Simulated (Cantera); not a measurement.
Hydrogen reduction and annealing atmospheres: SiO2 + H2

Input: 1 mol SiO2, 37 mol H2, held at 1773 K and 278 Torr.

Cantera equilibrium calculation (NASA polynomials, part measured and part estimated; ideal gas, pure solids and liquids). Candidate condensed phases: H2O, Si, SiO2; 18 gas species. The tables hold silica as quartz up to 1696 K and as liquid above; real silica turns to tridymite and cristobalite and melts near 1996 K. Equilibrium is a limit: real reactors are often held back by kinetics, nucleation or transport.

- x(H2) = 0.996
- x(SiO) = 0.00186
- x(H2O) = 0.00186
- x(H) = 0.000467
- n(SiO2(condensed)) = 0.931 mol
- gas amount = 37.08 mol
- log10 activity of Si(l) (absent) = -3.30
